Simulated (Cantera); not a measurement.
Carbothermic reduction: Fe₃O₄ + CH₄ + CO + C

Feed: 1 mol Fe₃O₄, 0.37 mol CH₄, 0.063 mol CO, 1.1 mol C, held at 19.0 Pa.

Equilibrium computed with Cantera from the NASA thermochemical tables; the gas is ideal and each condensed phase is pure. Candidate condensed phases: C, C₆H₆, C₇H₈, C₈H₁₈, Fe, Fe(CO)₅, FeO, Fe(OH)₂, Fe(OH)₃, Fe₂O₃, Fe₃O₄, H₂O; 114 gas species. Each liquid is taken as pure. Mutual solubility and eutectic melting of coexisting phases are not modelled. The tables' stoichiometric FeO is somewhat more stable than real wüstite, so its field is too wide. FeO: taken at fixed stoichiometry. Kinetics and transport are ignored.

```json
[
 {"T (K)": "1623", "x CO": "0.580", "x H₂": "0.219", "x Fe": "0.00880", "x H₂O": "0.102", "x CO₂": "0.0873", "x H": "0.00235", "x FeO": "2.67e-5", "x OH": "4.58e-5", "n Fe(γ)": "0.885", "n FeO(s)": "2.09", "n Fe(δ)": "0", "n FeO(l)": "0", "n Fe(l)": "0"},
 {"T (K)": "1648", "x CO": "0.578", "x H₂": "0.216", "x Fe": "0.0137", "x H₂O": "0.103", "x CO₂": "0.0858", "x H": "0.00300", "x FeO": "4.64e-5", "x OH": "6.42e-5", "n Fe(γ)": "0.874", "n FeO(s)": "2.09", "n Fe(δ)": "0", "n FeO(l)": "0", "n Fe(l)": "0"},
 {"T (K)": "1673", "x CO": "0.576", "x H₂": "0.215", "x Fe": "0.0211", "x H₂O": "0.101", "x CO₂": "0.0824", "x H": "0.00383", "x FeO": "7.76e-5", "x OH": "8.70e-5", "n Fe(γ)": "0", "n FeO(s)": "0", "n Fe(δ)": "0.849", "n FeO(l)": "2.10", "n Fe(l)": "0"},
 {"T (K)": "1698", "x CO": "0.572", "x H₂": "0.212", "x Fe": "0.0321", "x H₂O": "0.0996", "x CO₂": "0.0788", "x H": "0.00483", "x FeO": "0.000127", "x OH": "0.000117", "n Fe(γ)": "0", "n FeO(s)": "0", "n Fe(δ)": "0.815", "n FeO(l)": "2.11", "n Fe(l)": "0"},
 {"T (K)": "1723", "x CO": "0.565", "x H₂": "0.209", "x Fe": "0.0480", "x H₂O": "0.0972", "x CO₂": "0.0749", "x H": "0.00604", "x FeO": "0.000206", "x OH": "0.000154", "n Fe(γ)": "0", "n FeO(s)": "0", "n Fe(δ)": "0.768", "n FeO(l)": "2.12", "n Fe(l)": "0"},
 {"T (K)": "1748", "x CO": "0.553", "x H₂": "0.203", "x Fe": "0.0711", "x H₂O": "0.0940", "x CO₂": "0.0708", "x H": "0.00747", "x FeO": "0.000327", "x OH": "0.000202", "n Fe(γ)": "0", "n FeO(s)": "0", "n Fe(δ)": "0.701", "n FeO(l)": "2.12", "n Fe(l)": "0"},
 {"T (K)": "1773", "x CO": "0.535", "x H₂": "0.196", "x Fe": "0.104", "x H₂O": "0.0897", "x CO₂": "0.0661", "x H": "0.00913", "x FeO": "0.000514", "x OH": "0.000260", "n Fe(γ)": "0", "n FeO(s)": "0", "n Fe(δ)": "0.603", "n FeO(l)": "2.13", "n Fe(l)": "0"},
 {"T (K)": "1798", "x CO": "0.508", "x H₂": "0.185", "x Fe": "0.151", "x H₂O": "0.0841", "x CO₂": "0.0607", "x H": "0.0110", "x FeO": "0.000797", "x OH": "0.000329", "n Fe(γ)": "0", "n FeO(s)": "0", "n Fe(δ)": "0.455", "n FeO(l)": "2.14", "n Fe(l)": "0"},
 {"T (K)": "1823", "x CO": "0.470", "x H₂": "0.169", "x Fe": "0.214", "x H₂O": "0.0771", "x CO₂": "0.0547", "x H": "0.0129", "x FeO": "0.00122", "x OH": "0.000410", "n Fe(γ)": "0", "n FeO(s)": "0", "n Fe(δ)": "0", "n FeO(l)": "2.14", "n Fe(l)": "0.231"}
]
```
x: gas mole fraction; n: condensed amount in mol.

From 1623 K to 1648 K the condensed part is Fe(γ) + FeO(s). From 1673 K to 1798 K the condensed part is Fe(δ) + FeO(l). At 1823 K the condensed part is Fe(l) + FeO(l). The main Fe-bearing gas is Fe throughout. The share of Fe in condensed phases is highest at 1623 K (99.3 %) and lowest at 1823 K (79.0 %).
